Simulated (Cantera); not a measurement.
Cantera run:

```python
import numpy as np
import cantera as ct

gas_names = """
    Cr CrO CrO2 CrO3 H HO2 H2 H2O H2O2 O OH O2 O3
""".split()
cond_names = """
    Cr(cr) Cr(L) Cr2O3(s) Cr2O3(L) H2O(s) H2O(L)
""".split()


# ... load() reads the species with a 1 bar reference pressure and builds the phases ...
atoms = {
    'Cr2O3': {'Cr': 2, 'O': 3},
    'H2': {'H': 2},
}
top_T = {}  # K; cautious upper limits of use, not melting points


# ... equilibrate(T, P, feed) seeds the gas with the atoms and calls Mixture.equilibrate('TP', solver="vcs", rtol=1e-11, max_steps=5000) ...
results = []
feed = {'Cr2O3': 1, 'H2': 2.9}  # mol
P = 133.322  # Pa
for T in [1048, 1198, 1348, 1498, 1648, 1798, 1948]:
    mix = equilibrate(T, P, feed)
    results.append((T, P, feed, dict(zip(mix.species_names, mix.species_moles))))

top = {s: max(r[3][s] / sum(r[3][g] for g in gas_names) for r in results) for s in gas_names}
cols = sorted((s for s in top if top[s] > 0.0001), key=lambda s: -top[s])[:9]
seen = [c for c in cond_names if any(r[3].get(c, 0) > 1e-12 for r in results)]
print("log10 of partial pressures in bar; condensed amounts in mol")
print(f"{'T/K':>10s}" + "".join(f"{s[:9]:>10s}" for s in cols + seen))
for T, P, feed, n in results:
    ng = sum(n[g] for g in gas_names)
    print(f"{T:10.4g}" + "".join(f"{np.log10(max(n[s] / ng * P / 1e5, 1e-99)):10.3f}" for s in cols)
          + "".join(f"{n.get(c, 0):10.4g}" for c in seen))
```

Result:

```
log10 of partial pressures in bar; condensed amounts in mol
       T/K        H2       H2O        Cr         H       CrO        OH    Cr(cr)  Cr2O3(s)
      1048    -2.875    -7.656   -12.094    -9.550   -17.951   -16.833 3.198e-05         1
      1198    -2.875    -6.873    -9.654    -8.159   -14.492   -14.258  0.000194    0.9999
      1348    -2.875    -6.268    -7.767    -7.073   -11.815   -12.260 0.0007446    0.9996
      1498    -2.876    -5.788    -6.268    -6.203    -9.686   -10.662  0.001188    0.9988
      1648    -2.880    -5.189    -5.366    -5.490    -8.059    -9.147         0    0.9953
      1798    -2.893    -4.598    -4.776    -4.900    -6.763    -7.787         0    0.9813
      1948    -2.933    -4.117    -4.298    -4.414    -5.679    -6.641         0    0.9397
```

Cantera equilibrium calculation (NASA polynomials, part measured and part estimated; ideal gas, pure solids and liquids). Mutual solubility and eutectic melting of coexisting phases are not modelled.
